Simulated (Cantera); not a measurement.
A perfectly stirred reactor is fed with CO : H2 : CH4 : O2 : N2 = 1 : 0.66 : 0.27 : 1.9 : 7.15 (molar parts), at 7500 Torr; it is adiabatic with a 775 K inlet, and is followed from long to short residence time, starting on the burning branch (τ in s: 0.21, 0.057, 0.016, 0.0043, 0.0012, 0.00032, 8.7e-05, 2.4e-05, 6.5e-06).

Cantera simulation using GRI-Mech 3.0 (53 species, 325 reactions); the numbers are that mechanism's predictions, not measurements.

Question: What does this change do: pressure from 7500 Torr to 760 Torr?

Answer: 
```tsv
quantity	before	after
blow-out, bracketed by the residence times tried	burning at 6.50 µs, the shortest tried	burning at 24.0 µs, out at 6.50 µs
x(CO) at τ = 0.210 s	0.00320	0.00750
x(H2) at τ = 0.210 s	0.000521	0.00127
x(CH4) at τ = 0.210 s	4.28e-8	2.33e-7
x(NO) at τ = 0.210 s	0.00782	0.00603
x(CH2) at τ = 0.210 s	9.35e-10	6.35e-9
x(CO) at τ = 1.20 ms	0.00510	0.0243
x(H2) at τ = 1.20 ms	0.000754	0.00470
x(CH4) at τ = 1.20 ms	5.96e-6	1.65e-5
x(NO) at τ = 1.20 ms	0.000895	0.000179
x(CH2) at τ = 1.20 ms	1.46e-7	3.23e-7
```

Question: What does this change do: pressure from 7500 Torr to 825 Torr?

Answer: 
```json
[
 {"quantity": "blow-out, bracketed by the residence times tried", "before": "burning at 6.50 µs, the shortest tried", "after": "burning at 24.0 µs, out at 6.50 µs"},
 {"quantity": "x(CO) at τ = 0.210 s", "before": "0.00320", "after": "0.00729"},
 {"quantity": "x(H2) at τ = 0.210 s", "before": "0.000521", "after": "0.00123"},
 {"quantity": "x(CH4) at τ = 0.210 s", "before": "4.28e-8", "after": "2.19e-7"},
 {"quantity": "x(NO) at τ = 0.210 s", "before": "0.00782", "after": "0.00613"},
 {"quantity": "x(CH2) at τ = 0.210 s", "before": "9.35e-10", "after": "5.95e-9"},
 {"quantity": "x(CO) at τ = 1.20 ms", "before": "0.00510", "after": "0.0232"},
 {"quantity": "x(H2) at τ = 1.20 ms", "before": "0.000754", "after": "0.00442"},
 {"quantity": "x(CH4) at τ = 1.20 ms", "before": "5.96e-6", "after": "1.59e-5"},
 {"quantity": "x(NO) at τ = 1.20 ms", "before": "0.000895", "after": "0.000198"},
 {"quantity": "x(CH2) at τ = 1.20 ms", "before": "1.46e-7", "after": "3.25e-7"}
]
```
